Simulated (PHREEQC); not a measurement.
Dissolve 0.28 mol/kgw AgF, 0.00028 mol/kgw NaCl and 0.00049 mol/kgw Cu(NO3)2 at 20 °C. Closed to the air; pH follows from the charge balance.

All values are PHREEQC results (ion-association model, wateq4f.dat), not measurements.

Task: The ionic strength comes out as 0.221 mol/kgw. What activity coefficients do HF2-, Ag+, Cl-, Cu+2, Na+ get?

Result: HF2- 0.70, Ag+ 0.74, Cl- 0.71, Cu+2 0.32, Na+ 0.74.

Precipitation was switched off in this run. Examples of supersaturated solids here: Cerargyrite, Cu(OH)2. Others may be too. Complexes and solids missing from the database can't appear.
